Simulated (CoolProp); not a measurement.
Toluene along the isotherm 416.9 K: density (kg/m³) from the reference equation and from simpler models built on Tc = 591.7 K, pc = 41.26 bar, ω = 0.266; each cubic takes its own stable root.

Values from CoolProp's reference Helmholtz-energy equation of state, Lemmon 2006. It is a short technical equation, of lower accuracy than the large ones.

| p (bar) | phase | reference |
|---|---|---|
| 5.16 | liquid | 744.4 |
| 10.3 | liquid | 745.4 |
| 15.5 | liquid | 746.3 |
| 20.6 | liquid | 747.3 |
| 25.8 | liquid | 748.2 |
| 30.9 | liquid | 749.1 |
| 36.1 | liquid | 750.0 |
| 41.3 | liquid | 750.9 |
| 46.4 | liquid | 751.7 |
| 51.6 | liquid | 752.6 |
| 56.7 | liquid | 753.5 |
| 61.9 | liquid | 754.3 |

Problem. How far does each simpler model (Soave-Redlich-Kwong, Peng-Robinson) lie from the reference over these 12 states: mean and median of the absolute difference, and the worst?

Solution. 
- Soave-Redlich-Kwong: mean 10.3 %, median 10.3 %, worst -10.7 % at 416.9 K and 5.16 bar
- Peng-Robinson: mean 1.4 %, median 1.4 %, worst +1.6 % at 416.9 K and 61.9 bar
